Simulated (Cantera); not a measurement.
Adiabatic ignition

An adiabatic, constant-pressure homogeneous reactor starts with 19.9 % H2, 16.8 % O2, 63.3 % N2, equivalence ratio 0.59, at 1550 K and 0.920 bar.

Cantera simulation using the H2/O2 subset of GRI-Mech 3.0, which has no nitrogen chemistry; the numbers are that mechanism's predictions, not measurements.

| t (s) | T (K) | x H2 | x O2 | x OH | x H2O2 | x HO2 |
|---|---|---|---|---|---|---|
| 7.00e-6 | 1550 | 0.198 | 0.168 | 9.05e-5 | 1.44e-7 | 1.11e-5 |
| 1.82e-5 | 1817 | 0.0278 | 0.0765 | 0.0206 | 1.05e-6 | 2.60e-5 |
| 4.74e-5 | 2205 | 0.0236 | 0.0718 | 0.0283 | 3.31e-7 | 1.29e-5 |
| 0.000123 | 2511 | 0.0154 | 0.0702 | 0.0289 | 2.60e-7 | 9.10e-6 |
| 0.000321 | 2658 | 0.00990 | 0.0703 | 0.0256 | 4.56e-7 | 1.24e-5 |
| 0.000837 | 2666 | 0.00958 | 0.0704 | 0.0253 | 4.80e-7 | 1.28e-5 |
| 0.00218 | 2666 | 0.00958 | 0.0704 | 0.0253 | 4.80e-7 | 1.28e-5 |
| 0.00567 | 2666 | 0.00958 | 0.0704 | 0.0253 | 4.80e-7 | 1.28e-5 |
| 0.0148 | 2666 | 0.00958 | 0.0704 | 0.0253 | 4.80e-7 | 1.28e-5 |
| 0.0384 | 2666 | 0.00958 | 0.0704 | 0.0253 | 4.80e-7 | 1.28e-5 |
| 0.100 | 2666 | 0.00958 | 0.0704 | 0.0253 | 4.80e-7 | 1.28e-5 |
x: mole fraction; the columns are a selection and need not sum to one.

| Quantity | Value |
|---|---|
| time of steepest temperature rise | 12.8 µs |
| temperature at 0.100 s | 2666 K |
| equilibrium temperature | 2666 K |
| x(H2) at 0.100 s | 0.00958 (gas-phase equilibrium 0.00958) |
| x(O2) at 0.100 s | 0.0704 (gas-phase equilibrium 0.0704) |
| x(OH) at 0.100 s | 0.0253 (gas-phase equilibrium 0.0253) |
